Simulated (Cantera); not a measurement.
An isothermal, constant-pressure homogeneous reactor starts with 0.476 % CH3OH, 0.387 % O2, 99.1 % N2, equivalence ratio 1.8, at 1375 K and 101000 Pa.

Cantera simulation using GRI-Mech 3.0 (53 species, 325 reactions); the numbers are that mechanism's predictions, not measurements. GRI-Mech 3.0 was tuned for natural gas; its chemistry of methanol as a main component is partial and can be far from experiment.

x: mole fraction; the columns are a selection and need not sum to one.

```
t (s)      x CH3OH      x O2       x O     x HO2     x NO2
--------  --------  --------  --------  --------  --------
2.00e-5    0.00476   0.00387   4.41e-9   1.92e-7    <1e-12
5.72e-5    0.00475   0.00387   5.15e-9   9.36e-7    <1e-12
0.000164   0.00475   0.00386   5.94e-9   3.27e-6    <1e-12
0.000468   0.00470   0.00385         ?         ?    <1e-12
0.00134    0.00428   0.00376   4.64e-8   4.06e-5  1.26e-11
0.00383   4.27e-11         ?         ?         ?  4.25e-12
0.0110      <1e-12   2.87e-6   3.49e-6  9.77e-10  1.68e-12
0.0313      <1e-12   2.03e-7   2.63e-7  7.18e-11    <1e-12
0.0896      <1e-12   2.10e-8   2.73e-8  7.42e-12    <1e-12
0.256       <1e-12   2.33e-9   3.03e-9    <1e-12    <1e-12
0.733       <1e-12  2.58e-10  3.33e-10    <1e-12    <1e-12
2.10        <1e-12  2.97e-11  3.83e-11    <1e-12    <1e-12
6.00        <1e-12  4.11e-12  5.37e-12    <1e-12    <1e-12
```

Question: What belongs in the gaps?

Answer: 
- 0.000468, x O: 9.83e-9
- 0.000468, x HO2: 1.12e-5
- 0.00383, x O2: 0.000602
- 0.00383, x O: 0.000222
- 0.00383, x HO2: 1.88e-7
